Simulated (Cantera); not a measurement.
Calcination and drying: MgCO3 + CO2 + O2

Charge: 1 mol MgCO3, 0.36 mol CO2, 0.17 mol O2, at 925 K and 4.65 Torr.

These are equilibrium values from Cantera (NASA tables, ideal gas, pure condensed phases), not measurements of a reactor. Candidate condensed phases: C, Mg, MgCO3, MgO; 15 gas species. Equilibrium is a limit: real reactors are often held back by kinetics, nucleation or transport.

The x(CO2) is 0.889 and the x(O2) comes out as 0.111. The n(MgO(s)) is 1.00 mol and the gas amount comes out as 1.530 mol. The log10 activity of MgCO3(s) (absent) comes out as -4.58, the log10 activity of C(graphite) (absent) is -21.45 and the log10 activity of Mg(l) (absent) is -26.75.
